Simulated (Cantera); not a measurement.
Feed: 1 mol MgCO₃, 3.4 mol H₂S, 0.074 mol CO₂, equilibrated at 1150 K and 0.100 bar.

Cantera equilibrium calculation (NASA polynomials, part measured and part estimated; ideal gas, pure solids and liquids). Gases not in the tables: S₃ to S₇. Rates play no part.

| species | before | after |
|---|---|---|
| H₂ | 0.121 | 0.246 |
| H₂S | 0.430 | 0.212 |
| S₂ | 0.115 | 0.195 |
| COS | 0.0122 | 0.00414 |
| CO₂ | 0.0913 | 0.0414 |
| CO | 0.109 | 0.147 |
| H₂O | 0.121 | 0.150 |
| S | 2.20e-7 | 1.60e-5 |
| SO | 4.11e-6 | 0.000111 |
| SH | 0.000311 | 0.00230 |
| SO₂ | 8.01e-5 | 0.000493 |
| CS₂ | 0.000388 | 9.83e-5 |
| S₂O | 5.44e-5 | 0.000187 |
| MgO(s), mol | 1.00 | 1.00 |
Gas species are given as mole fractions.

Name the change that produced these shifts.
(A) CO₂ from 0.074 to 4.4 mol
(B) pressure from 0.100 bar to 5.40 bar
(C) temperature from 1150 K to 1398 K
(D) H₂S from 3.4 to 0.21 mol

C, temperature from 1150 K to 1398 K
